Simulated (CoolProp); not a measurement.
The numbers come from the reference Helmholtz-energy equation of state, Thol 2015 in CoolProp.

Give the vapour pressure (bar), liquid density (kg/m³), liquid cp (kJ/(kg K)), surface tension (mN/m) of saturated octamethylcyclotetrasiloxane (D4) at 91.65, 128.15 °C.


| T (°C) | p (bar) | liquid density (kg/m³) | liquid cp (kJ/(kg K)) | surface tension (mN/m) |
|---|---|---|---|---|
| 91.65 | 0.0613 | 873 | 1.80 | 13.1 |
| 128.15 | 0.251 | 828 | 1.88 | 10.6 |

Surface tension comes from a separate correlation (Mulero 2014), older than this fluid's equation and unchecked against measurements.
